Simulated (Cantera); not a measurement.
A closed system holds: 1 mol SiHCl3, 3.1 mol N2, 7.5 mol H2, held at 890 Pa.

Method: chemical equilibrium by Gibbs-energy minimisation in Cantera with the NASA 1993 tables (ideal gas, pure condensed phases). Candidate condensed phases: NH4Cl, Si, Si3N4; 28 gas species. N2 is the only nitrogen source here; it is nearly inert below about 1500 K, so the nitride shown seldom forms there in practice. The tables' values for SiCl3 are old estimates; treat these amounts as uncertain. Equilibrium is a limit: real reactors are often held back by kinetics, nucleation or transport.

**Question.** At 1025 °C, list the 5 most abundant gas species with their mole fractions, and the condensed phases.

**Answer.** H2 0.548, HCl 0.244, N2 0.205, SiCl2 0.00117, SiCl4 0.000863. Condensed: Si3N4(s).
